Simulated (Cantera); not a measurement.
Feed: 1 mol H₂S, 0.22 mol O₂, held at 950 °C and 0.133 bar.

Equilibrium computed with Cantera from the NASA thermochemical tables; the gas is ideal and each condensed phase is pure. Candidate condensed phases: H₂O, H₂SO₄, S; 19 gas species. Gases not in the tables: S₃ to S₇. Rates play no part.

Base state: H₂O 0.337, H₂S 0.336, S₂ 0.219, H₂ 0.105, SO₂ 0.00233, SH 0.000636, S₂O 0.000501, SO 5.19e-5 (mole fractions); condensed: gas only.

Problem. What changes in the equilibrium state with this change: O₂ from 0.22 to 4.8 mol?

Solution. 
| species | before | after |
|---|---|---|
| O₂ | <1e-9 | 0.621 |
| H₂O | 0.337 | 0.190 |
| SO₂ | 0.00233 | 0.179 |
| H₂S | 0.336 | <1e-9 |
| S₂ | 0.219 | <1e-9 |
| SO₃ | <1e-9 | 0.0110 |
| H₂ | 0.105 | 1.34e-8 |
| SH | 0.000636 | <1e-9 |
| S₂O | 0.000501 | <1e-9 |
| SO | 5.19e-5 | <1e-9 |
| OH | 7.76e-9 | 1.22e-5 |

Problem. What changes in the equilibrium state with this change: O₂ from 0.22 to 0.17 mol?

Solution. 
| species | before | after |
|---|---|---|
| H₂S | 0.336 | 0.399 |
| H₂O | 0.337 | 0.270 |
| S₂ | 0.219 | 0.199 |
| H₂ | 0.105 | 0.130 |
| SO₂ | 0.00233 | 0.000917 |
| S₂O | 0.000501 | 0.000292 |
| SO | 5.19e-5 | 3.18e-5 |
